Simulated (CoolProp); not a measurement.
A single-stage vapour-compression cycle with ethylene: evaporating at 213.15 K (dew point), condensing at 257.15 K (bubble point), superheat 2 K, subcooling 8 K, compressor efficiency 0.6, no pressure losses. Each further row changes one setting.

Model: reference Helmholtz-energy equation of state, Smukala 2000, in CoolProp.

```
case                              cooling COP  pressure ratio  discharge temperature (K)  refrigerating effect (kJ/kg)  volumetric capacity (kJ/m³)
--------------------------------  -----------  --------------  -------------------------  ----------------------------  ---------------------------
as stated                                2.23            3.71                      322.3                           307                         4170
evaporating temperature 218.15 K         2.63            3.11                      313.0                           309                   (withheld)
condensing temperature 252.15 K    (withheld)            3.27                      311.4                           322                         4380
subcooling 13 K                    (withheld)            3.71                      322.3                           323                         4390
superheat 12 K                           2.19            3.71                      335.6                           323                   (withheld)
compressor efficiency 0.5                1.85            3.71                      336.7                           307                         4170
```

Some entries are withheld; supply them.


- evaporating temperature 218.15 K, volumetric capacity (kJ/m³): 4990
- condensing temperature 252.15 K, cooling COP: 2.62
- subcooling 13 K, cooling COP: 2.34
- superheat 12 K, volumetric capacity (kJ/m³): 4100
